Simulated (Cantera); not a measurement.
Cantera run:

```python
import numpy as np
import cantera as ct

gas_names = """
    PH3 O2 H2O P4O10
""".split()
cond_names = """

""".split()


def load(file, names, dense=False):
    # The tables refer to 1 bar. Condensed volumes are neglected.
    table = {s.name: s for s in ct.Species.list_from_file(file)}
    out = []
    for n in names:
        d = dict(table[n].input_data)
        d["thermo"] = dict(d["thermo"], **{"reference-pressure": 1e5})
        if dense:
            d["equation-of-state"] = {"model": "constant-volume", "density": "1e6 g/cm^3"}
        out.append(ct.Species.from_dict(d))
    return out


species = {s.name: s for s in load("nasa_gas.yaml", gas_names) + load("nasa_condensed.yaml", cond_names)}
# Each term lists the table entries of one substance; the one whose range holds T is used.
reactions = {
    '4 PH3(g) + 8 O2(g) = 6 H2O(g) + P4O10(g)':
        [(-4, ['PH3']), (-8, ['O2']), (6, ['H2O']), (1, ['P4O10'])],
}


def pick(names, T):
    return next(species[n] for n in names if species[n].thermo.min_temp <= T <= species[n].thermo.max_temp)


results = []
for label, terms in reactions.items():
    print(label)
    print("     T/K   dH/kJ  dS/(J/K)   dG/kJ   log10 K")
    for T in [1598, 1623, 1648, 1673, 1698, 1723, 1748, 1773]:
        used = [(nu, pick(names, T)) for nu, names in terms]
        dH = sum(nu * s.thermo.h(T) for nu, s in used) / 1e6
        dS = sum(nu * s.thermo.s(T) for nu, s in used) / 1e3
        dG = dH - T * dS / 1e3
        logK = -dG * 1e6 / (ct.gas_constant * T * np.log(10))
        results.append((label, T, dH, dS, dG, logK, [s.name for _, s in used]))
        print(f"{T:8g} {dH:8.1f} {dS:8.1f} {dG:8.1f} {logK:8.2f}")
```

Output:

```
4 PH3(g) + 8 O2(g) = 6 H2O(g) + P4O10(g)
     T/K   dH/kJ  dS/(J/K)   dG/kJ   log10 K
    1598  -4347.7   -907.0  -2898.3    94.74
    1623  -4347.1   -906.6  -2875.7    92.55
    1648  -4346.6   -906.3  -2853.0    90.43
    1673  -4346.0   -905.9  -2830.4    88.37
    1698  -4345.4   -905.6  -2807.7    86.37
    1723  -4344.8   -905.3  -2785.1    84.43
    1748  -4344.2   -904.9  -2762.4    82.55
    1773  -4343.7   -904.6  -2739.8    80.72
```

Cantera with NASA thermochemical tables; ideal gases at 1 bar, condensed phases pure. Condensed species are held in their standard states even where they would react or evaporate.
